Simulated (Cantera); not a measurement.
Input: 1 mol TiO₂, 70 mol HCl, equilibrated at 1000 K and 0.133 bar.

Cantera equilibrium calculation (NASA polynomials, part measured and part estimated; ideal gas, pure solids and liquids). Candidate condensed phases: H₂O, Ti, TiCl₂, TiCl₃, TiCl₄, TiO, TiO₂, Ti₂O₃, Ti₃O₅, Ti₄O₇; 23 gas species. Condensed phases not in the tables: TiOCl. Rates play no part.

Base state: HCl 0.996, H₂O 0.00254, TiCl₄ 0.00127 (mole fractions); condensed: TiO₂(rutile).

**Question.** What changes in the equilibrium state with this change: temperature from 1000 K to 1673.15 K?

**Answer.** 
```json
[
 {"species": "HCl", "before": "0.996", "after": "0.983"},
 {"species": "H₂O", "before": "0.00254", "after": "0.00642"},
 {"species": "Cl", "before": "2.35e-6", "after": "0.00491"},
 {"species": "TiCl₄", "before": "0.00127", "after": "0.00285"},
 {"species": "TiOCl₂", "before": "<1e-9", "after": "2.42e-5"},
 {"species": "TiCl₃", "before": "1.75e-8", "after": "0.000350"},
 {"species": "TiO₂(rutile), mol", "before": "0.911", "after": "0.775"}
]
```
